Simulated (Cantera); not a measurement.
A closed system holds: 1 mol CaCO₃, 2 mol CO₂, 0.045 mol O₂, 2.6 mol H₂, at 1502 °C and 21.0 mbar.

These are equilibrium values from Cantera (NASA tables, ideal gas, pure condensed phases), not measurements of a reactor. Candidate condensed phases: C, C₆H₆, C₇H₈, C₈H₁₈, Ca, CaCO₃, CaO, Ca(OH)₂, H₂O; 115 gas species. Equilibrium is a limit: real reactors are often held back by kinetics, nucleation or transport.

Question: What is the equilibrium state?

Answer: 
```
Item                                       Result
--------------------------------------  ---------
x(H₂O)                                      0.333
x(CO)                                       0.317
x(CO₂)                                      0.218
x(H₂)                                       0.130
x(H)                                     0.000721
x(OH)                                    0.000115
x(Ca(OH)₂)                                4.69e-6
n(CaO(s))                               1.000 mol
gas amount                              5.602 mol
log10 activity of C(graphite) (absent)      -6.07
log10 activity of Ca(l) (absent)            -9.13
```
